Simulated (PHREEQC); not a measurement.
Consider water at 34 °C with 16 mmol/kgw TMAH, 0.11 mmol/kgw H4SiO4 and 19 mmol/kgw K2CO3. Closed to the air; pH follows from the charge balance.

The numbers come from PHREEQC with the ion-association model, phreeqc.dat.

**Question.** The ionic strength comes out as 0.0727 mol/kgw. What activity coefficients do OH-, CO3-2, H2SiO4-2, HCO3-, K+ get?

**Answer.** OH- 0.78, CO3-2 0.42, H2SiO4-2 0.42, HCO3- 0.81, K+ 0.79.

Precipitation was switched off in this run. Complexes and solids missing from the database can't appear. (CH3)4N+ isn't in the database: it is added as a free cation with an ion size of 4 Å.
